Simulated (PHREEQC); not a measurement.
A solution holds 0.0054 mol/kgw NH3, 0.0045 mol/kgw CO2 and 0.00092 mol/kgw Na2CO3, at 25 °C. Closed to the air; pH follows from the charge balance.

Equilibrium calculation in PHREEQC: ion-association model, phreeqc.dat.

Precipitation was switched off in this run.

Question: Predict the pH.

Answer: pH 8.90.

Question: In which forms is N present?

Answer: NH4+ 71 %, NH3 29 % of the N.
